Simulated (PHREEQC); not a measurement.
# Alkaline etch or developer

A solution holds 0.0044 mol/kgw NaOH and 0.00016 mol/kgw CO2, at 25 °C. Closed to the air; pH follows from the charge balance.

All values are PHREEQC results (Pitzer model, pitzer.dat), not measurements.

Each row changes one thing in this solution. Precipitation was switched off in this run.

```
case                                             pH  ionic strength (mol/kgw)  CO3-2 (mol/kgw)  HCO3- (mol/kgw)
--------------------------------------------  -----  ------------------------  ---------------  ---------------
as made                                       11.57                   0.00455         0.000153          6.82e-6
temperature from 25 to 70 °C                  10.37                   0.00451         0.000111          4.90e-5
diluted 10-fold with water                    10.60                  0.000451          1.06e-5          5.37e-6
NaOH replaced by NaHCO3 at the same molality   7.73                   0.00441          1.41e-5          0.00437
CO2 from 0.00016 to 3.2e-05 mol/kgw           11.60                   0.00443          3.07e-5          1.29e-6
NaOH from 0.0044 to 0.022 mol/kgw             12.27                    0.0222         0.000159          1.06e-6
```

Constants without temperature data keep their 25 °C values here.
